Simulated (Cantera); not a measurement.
A closed system holds: 1 mol BN, a varied amount of Cl₂, held at 850 K and 1.00 bar.

Method: chemical equilibrium by Gibbs-energy minimisation in Cantera with the NASA 1993 tables (ideal gas, pure condensed phases). Candidate condensed phases: B, BN; 10 gas species. The numbers say what is thermodynamically allowed, not how fast it happens.

Problem. At 32 mol Cl₂, list the 4 most abundant gas species with their mole fractions, and the condensed phases.

Solution. Cl₂ 0.953, BCl₃ 0.0312, N₂ 0.0156, Cl 2.73e-5. Condensed: gas only.
